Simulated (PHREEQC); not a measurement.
Consider water at 25 °C with 0.2 mol KF per kg of water. Closed to the air; pH follows from the charge balance.

Model: ion-association model, phreeqc.dat, run in PHREEQC.

Each row changes one thing in this solution. This is a speciation only: nothing precipitates in the calculation.

```csv
case,pH,HF (mol/kgw),HF2- (mol/kgw)
as made,8.20,1.28e-6,9.71e-7
KF from 0.2 to 0.1 mol/kgw,8.04,1.03e-6,___
0.0028 mol/kgw KOH added,11.29,1.03e-9,7.82e-10
KF from 0.2 to 0.04 mol/kgw,___,7.14e-7,1.10e-7
KF from 0.2 to 0.22 mol/kgw,___,1.31e-6,1.09e-6
```

Problem. Fill in the missing entries.

Solution. 
- KF from 0.2 to 0.1 mol/kgw, HF2- (mol/kgw): 3.94e-7
- KF from 0.2 to 0.04 mol/kgw, pH: 7.84
- KF from 0.2 to 0.22 mol/kgw, pH: 8.22
